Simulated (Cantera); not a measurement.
Input: 1 mol Pb, 0.16 mol CO, equilibrated at 1000 Pa.

These are equilibrium values from Cantera (NASA tables, ideal gas, pure condensed phases), not measurements of a reactor. Candidate condensed phases: C, Pb, PbO, PbO2, Pb3O4; 15 gas species. Rates play no part.

log p: log10 of the partial pressure in bar; n: condensed amount in mol.

```tsv
T (K)	log p Pb	log p CO	log p Pb2	log p CO2	n Pb(l)
1325	-2.44	-2.19	-6.37	___	0.910
1400	-2.06	-2.86	-5.74	___	0
1475	-2.06	-2.86	-5.86	___	0
1550	-2.06	-2.86	-5.97	___	0
1625	-2.06	-2.86	-6.06	___	0
1700	-2.06	-2.86	-6.15	___	0
1775	-2.06	-2.86	-6.23	___	0
1850	-2.06	-2.86	-6.31	___	0
1925	-2.06	-2.86	-6.38	___	0
2000	-2.06	-2.86	-6.44	___	0
```

Task: Fill in the missing entries.

Result: 
- 1325, log p CO2: -6.80
- 1400, log p CO2: -8.49
- 1475, log p CO2: -8.80
- 1550, log p CO2: -9.08
- 1625, log p CO2: -9.34
- 1700, log p CO2: -9.57
- 1775, log p CO2: -9.78
- 1850, log p CO2: -9.97
- 1925, log p CO2: -10.15
- 2000, log p CO2: -10.21
